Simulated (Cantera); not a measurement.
An adiabatic, constant-volume homogeneous reactor starts with 8.60 % CO, 10.3 % H2, 6.76 % O2, 74.3 % N2, at 1775 K and 19.7 atm.

Cantera simulation using GRI-Mech 3.0 (53 species, 325 reactions); the numbers are that mechanism's predictions, not measurements. The hydrogen kinetics of GRI-Mech 3.0 are dated; newer H2 mechanisms differ, most at raised pressure. The pressure lies above the range GRI-Mech 3.0 was tuned for (to about 10 atm).

One state of this run: T (K) = 2864; P (bar) = 30.3; x CO = 0.0482; x H2 = 0.0143; x O2 = 0.00137; x H2O2 = 2.73e-7; x NO2 = 1.25e-7. x: mole fraction; the columns are a selection and need not sum to one.

**Question.** Which value of t (s) does it belong to?
A. 9.11e-6
B. 0.200
C. 3.00e-6
D. 0.000775

**Answer.** A, 9.11e-6
